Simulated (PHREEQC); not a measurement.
Make-up at 25 °C: 0.17 mol MgSO4, 6.6e-05 mol FeCl2 and 0.0011 mol NaCl per kg of water. Closed to the air; pH follows from the charge balance.

Model: ion-association model, phreeqc.dat, run in PHREEQC.

Task: The ionic strength comes out as 0.298 mol/kgw. What activity coefficients do SO4-2, Fe+2, Na+, Cl-, Mg+2 get?

Result: SO4-2 0.25, Fe+2 0.29, Na+ 0.73, Cl- 0.69, Mg+2 0.32.

No solid was allowed to form.
